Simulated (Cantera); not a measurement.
Charge: 1 mol SiCl4, 1.2 mol Cl2, 9.8 mol H2, at 1377 °C and 0.180 bar.

Method: chemical equilibrium by Gibbs-energy minimisation in Cantera with the NASA 1993 tables (ideal gas, pure condensed phases). Candidate condensed phases: Si; 19 gas species. The tables' values for SiCl3 are old estimates; treat these amounts as uncertain. Kinetics and transport are ignored.

Base state: H2 0.601, HCl 0.321, SiCl2 0.0608, SiCl3 0.0111, SiCl4 0.00444, SiHCl3 0.00140, H 0.000166, SiH2Cl2 7.51e-5 (mole fractions); condensed: gas only.

### Question
What changes in the equilibrium state with this change: temperature from 1377 °C to 850 °C?

### Answer
```tsv
species	before	after
H2	0.601	0.711
HCl	0.321	0.206
SiCl4	0.00444	0.0776
SiCl2	0.0608	0.000133
SiCl3	0.0111	0.000912
Cl	6.95e-5	2.18e-8
H	0.000166	8.46e-8
SiHCl3	0.00140	0.00460
```

### Question
What changes in the equilibrium state with this change: temperature from 1377 °C to 552 °C?

### Answer
```json
[
 {"species": "H2", "before": "0.601", "after": "0.716"},
 {"species": "HCl", "before": "0.321", "after": "0.200"},
 {"species": "SiCl4", "before": "0.00444", "after": "0.0830"},
 {"species": "SiCl2", "before": "0.0608", "after": "1.42e-9"},
 {"species": "SiCl3", "before": "0.0111", "after": "1.15e-6"},
 {"species": "H", "before": "0.000166", "after": "<1e-9"},
 {"species": "Cl", "before": "6.95e-5", "after": "<1e-9"},
 {"species": "SiH2Cl2", "before": "7.51e-5", "after": "1.37e-7"},
 {"species": "SiHCl3", "before": "0.00140", "after": "0.000367"}
]
```
